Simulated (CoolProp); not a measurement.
A simple Rankine cycle with R236FA: condensing at 306.15 K, boiler at 1.01 MPa, turbine inlet 384.2 K, turbine efficiency 0.75, pump efficiency 0.6, no recuperator. Each further row changes one setting.

Computed with CoolProp (reference Helmholtz-energy equation of state, Pan 2012).

```csv
case,thermal efficiency (%),net work (kJ/kg),heat in (kJ/kg),turbine exit temperature (K),volume ratio over the turbine
as stated,6.6,13.6,206,361.6,2.95
condensing temperature 298.15 K,7.9,17.1,216,356.8,3.82
boiler pressure 0.707 MPa,4.5,9.50,210,370.1,2.02
turbine efficiency 0.65,5.7,11.7,206,363.6,2.97
```
